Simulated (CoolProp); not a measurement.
Model: reference Helmholtz-energy equation of state, Zhou 2012, in CoolProp.

Give the vapour pressure (kPa), surface tension (mN/m), liquid conductivity (mW/(m K)) of saturated p-xylene at 269.25 °C.


| T (°C) | p (kPa) | surface tension (mN/m) | liquid conductivity (mW/(m K)) |
|---|---|---|---|
| 269.25 | 1330 | 4.75 | 80.6 |

Thermal conductivity comes from a separate model (Mylona 2014). Surface tension comes from a separate correlation (Mulero 2014).
